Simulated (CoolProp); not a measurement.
Vapour-liquid equilibrium of R1234yf (1) + R227EA (2) at 176.2 K; x and y are mole fractions of (1).

Model: multi-fluid Helmholtz-energy mixture model, Lemmon 2022 and Lemmon 2016; pair parameters Bell 2016, in CoolProp.

```csv
x,bubble pressure (kPa),y at the bubble point,dew pressure at overall composition x (kPa),liquid density (mol/L)
0.05,0.4524,0.152,___,10.64
0.2,0.5919,0.452,0.4703,10.92
0.35,0.7249,0.634,0.5361,___
0.5,0.8550,___,0.6224,___
0.65,0.9844,___,0.7397,___
0.8,1.114,0.925,0.9075,12.15
0.95,___,0.983,1.167,12.50
```

Q: Some entries are withheld; supply them.

A: 
- 0.05, dew pressure at overall composition x (kPa): 0.4185
- 0.35, liquid density (mol/L): 11.20
- 0.5, y at the bubble point: 0.759
- 0.5, liquid density (mol/L): 11.50
- 0.65, y at the bubble point: 0.852
- 0.65, liquid density (mol/L): 11.82
- 0.95, bubble pressure (kPa): 1.245

No azeotrope shows between x = 0.05 and 0.95.

The pair parameters rest on a limited set of measurements; away from them the model extrapolates.
